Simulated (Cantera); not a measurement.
Source: NASA polynomial tables (part measured, part estimated), evaluated in Cantera. Values are per mole of reaction as written; species without (g) are pure solids or liquids, kept so even where they would boil at 1 bar.

5 H₂O(g) + Nb₂O₅ → 2 Nb + 5 H₂O₂(g)

| T (K) | ΔH° (kJ) | ΔS° (J/K) | ΔG° (kJ) | log10 K |
|---|---|---|---|---|
| 300 | … | … | … | … |
| 548 | 2419.2 | 144.2 | 2340.2 | -223.06 |
| 698 | 2415.9 | 138.9 | 2319.0 | -173.53 |
| 848 | 2413.3 | 135.5 | 2298.4 | -141.57 |
| 998 | … | … | … | … |
| 1148 | 2409.0 | 131.1 | 2258.5 | -102.76 |
| 1298 | 2407.0 | 129.5 | 2238.9 | -90.10 |

**Question.** Fill in the missing entries.

**Answer.** 
- 300, ΔH° (kJ): 2427.1
- 300, ΔS° (J/K): 163.8
- 300, ΔG° (kJ): 2377.9
- 300, log10 K: -414.02
- 998, ΔH° (kJ): 2411.0
- 998, ΔS° (J/K): 133.0
- 998, ΔG° (kJ): 2278.3
- 998, log10 K: -119.24
